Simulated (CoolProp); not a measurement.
Vapour-liquid equilibrium of CF4 (R14) (1) + ethane (2) at 190.6 K; x and y are mole fractions of (1).

Model: multi-fluid Helmholtz-energy mixture model, Platzer 1990 and Bücker 2006; pair parameters Bell 2016, in CoolProp. This equation is an older, rougher fit; its heat capacities, sound speeds and derivatives of the liquid may be far off and weren't checked against measurements.

```json
[
 {"x": "0.05", "bubble pressure (bar)": "3.838", "y at the bubble point": "0.633", "dew pressure at overall composition x (bar)": "1.462", "liquid density (mol/L)": "17.67"},
 {"x": "0.15", "bubble pressure (bar)": "6.599", "y at the bubble point": "0.786", "dew pressure at overall composition x (bar)": "1.637", "liquid density (mol/L)": "17.34"},
 {"x": "0.25", "bubble pressure (bar)": "7.751", "y at the bubble point": "0.820", "dew pressure at overall composition x (bar)": "1.859", "liquid density (mol/L)": "17.00"},
 {"x": "0.35", "bubble pressure (bar)": "8.237", "y at the bubble point": "0.833", "dew pressure at overall composition x (bar)": "2.149", "liquid density (mol/L)": "16.66"},
 {"x": "0.45", "bubble pressure (bar)": "8.520", "y at the bubble point": "0.842", "dew pressure at overall composition x (bar)": "2.546", "liquid density (mol/L)": "16.32"},
 {"x": "0.55", "bubble pressure (bar)": "8.800", "y at the bubble point": "0.851", "dew pressure at overall composition x (bar)": "3.121", "liquid density (mol/L)": "16.01"},
 {"x": "0.65", "bubble pressure (bar)": "9.154", "y at the bubble point": "0.866", "dew pressure at overall composition x (bar)": "4.028", "liquid density (mol/L)": "15.71"},
 {"x": "0.75", "bubble pressure (bar)": "9.595", "y at the bubble point": "0.889", "dew pressure at overall composition x (bar)": "5.656", "liquid density (mol/L)": "15.46"},
 {"x": "0.85", "bubble pressure (bar)": "10.11", "y at the bubble point": "0.923", "dew pressure at overall composition x (bar)": "8.762", "liquid density (mol/L)": "15.24"},
 {"x": "0.95", "bubble pressure (bar)": "10.65", "y at the bubble point": "0.970", "dew pressure at overall composition x (bar)": "10.44", "liquid density (mol/L)": "15.07"}
]
```

No azeotrope shows between x = 0.05 and 0.95.

The pair parameters rest on a limited set of measurements; away from them the model extrapolates. With so large a gap from Raoult's law the liquid may split in two, which this calculation doesn't test in full.
